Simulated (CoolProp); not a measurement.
The numbers come from the reference Helmholtz-energy equation of state, Span 1996 in CoolProp.

### Question
For carbon dioxide, give the phase and the Z, cp (kJ/(kg K)), cv (kJ/(kg K)), isothermal compressibility (1/MPa) at 221.6 K and 2.31 MPa; 221.6 K and 13.8 MPa.

### Answer
- 221.6 K and 2.31 MPa: liquid; Z 0.0474, cp 1.95, cv 0.970, isothermal compressibility 0.00192
- 221.6 K and 13.8 MPa: liquid; Z 0.278, cp 1.89, cv 0.982, isothermal compressibility 0.00158
